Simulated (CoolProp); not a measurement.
Vapour-liquid equilibrium of R125 (1) + R152A (2) at 0.433 bar; x and y are mole fractions of (1).

Computed with CoolProp (multi-fluid Helmholtz-energy mixture model, Lemmon 2005 and Outcalt 1996; pair parameters Bell 2016).

| x | bubble temperature, mixture model (°C) | bubble temperature, Raoult's law (°C) | y, mixture model | y, Raoult's law |
|---|---|---|---|---|
| 0.05 | -43.8 | -43.6 | 0.148 | 0.145 |
| 0.15 | -47.2 | -47.1 | 0.362 | 0.368 |
| 0.25 | -50.0 | -50.1 | 0.513 | 0.529 |
| 0.35 | -52.3 | -52.7 | 0.628 | 0.649 |
| 0.45 | -54.5 | -55.0 | 0.721 | 0.740 |
| 0.55 | -56.4 | -57.0 | 0.798 | 0.812 |
| 0.65 | -58.3 | -58.8 | 0.862 | 0.870 |
| 0.75 | -60.1 | -60.5 | 0.914 | 0.916 |
| 0.85 | -61.7 | -62.0 | 0.955 | 0.954 |
| 0.95 | -63.3 | -63.3 | 0.987 | 0.986 |

The largest gap from Raoult's law is +0.6 K in bubble temperature, at x = 0.55. No azeotrope shows between x = 0.05 and 0.95.

Pair parameters are fitted to limited data, so mixtures are less certain than the pure fluids. The gap from Raoult's law changes sign with composition, which may be real or a fault of the pair parameters; it wasn't checked against measurements.
